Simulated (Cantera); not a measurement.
Input: 1 mol V2O3, 720 mol H2, equilibrated at 1150 K and 100 Torr.

Method: chemical equilibrium by Gibbs-energy minimisation in Cantera with the NASA 1993 tables (ideal gas, pure condensed phases). Candidate condensed phases: H2O, V, VO, V2O3, V2O4, V2O5; 12 gas species. Mutual solubility and eutectic melting of coexisting phases are not modelled. VO: taken at fixed stoichiometry. Condensed phases not in the tables: the oxides between V2O3 and V2O5 other than VO2. Equilibrium is a limit: real reactors are often held back by kinetics, nucleation or transport.

Base state: H2 1.000, H2O 0.000285 (mole fractions); condensed: VO(s) + V2O3(s).

**Question.** What changes in the equilibrium state with this change: temperature from 1150 K to 750 K?

**Answer.** 
```json
[
 {"species": "H2", "before": "1.000", "after": "1.000"},
 {"species": "H2O", "before": "0.000285", "after": "7.62e-7"},
 {"species": "VO(s), mol", "before": "0.411", "after": "0.00110"},
 {"species": "V2O3(s), mol", "before": "0.794", "after": "0.999"}
]
```
